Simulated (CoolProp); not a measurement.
Properties of CH2F2 (R32) along the isobar 25.2 MPa.

The numbers come from the reference Helmholtz-energy equation of state, Tillner-Roth 1997 in CoolProp.

| T (°C) | phase | density (kg/m³) | cp (kJ/(kg K)) | speed of sound (m/s) | viscosity (µPa s) | fugacity coefficient |
|---|---|---|---|---|---|---|
| -85.25 | liquid | 1330 | 1.527 | 1242 | 614 | 0.0009481 |
| -71.35 | liquid | 1298 | 1.524 | 1178 | 486 | ? |
| -57.45 | liquid | 1266 | 1.526 | 1115 | 396 | 0.005141 |
| -43.55 | liquid | 1233 | 1.533 | 1054 | 329 | 0.009960 |
| -29.65 | liquid | 1199 | 1.544 | 993.1 | 278 | 0.01759 |
| -15.75 | liquid | 1165 | 1.560 | 933.7 | 237 | ? |
| -1.85 | liquid | ? | 1.579 | 875.4 | 204 | 0.04412 |
| 12.05 | liquid | 1094 | 1.603 | 818.3 | 177 | 0.06411 |
| 25.95 | liquid | 1056 | ? | 762.6 | 155 | 0.08897 |
| 39.85 | liquid | 1018 | 1.664 | 708.3 | 136 | 0.1187 |
| 53.65 | liquid | 977.8 | 1.702 | 656.0 | 120 | 0.1527 |

Q: Fill in the missing entries.

A: 
- -71.35, fugacity coefficient: 0.002369
- -15.75, fugacity coefficient: 0.02876
- -1.85, density (kg/m³): 1130
- 25.95, cp (kJ/(kg K)): 1.631

Viscosity comes from a separate model (Bell 2016), an estimate that may be off by 10 % or more.
